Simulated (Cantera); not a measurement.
Charge: 1 mol FeS2, 0.16 mol SO2, 1.8 mol N2, equilibrated at 0.340 bar.

Equilibrium computed with Cantera from the NASA thermochemical tables; the gas is ideal and each condensed phase is pure. Candidate condensed phases: Fe, FeO, FeS, FeSO4, FeS2, Fe2O3, Fe2(SO4)3, Fe3O4, S; 19 gas species. FeS: taken at fixed stoichiometry. Rates play no part.

Problem. At 1348 K, list the 5 most abundant gas species with their mole fractions, and the condensed phases.

Solution. N2 0.732, S2 0.201, SO2 0.0633, S2O 0.00298, SO 0.000633. Condensed: FeS(s).
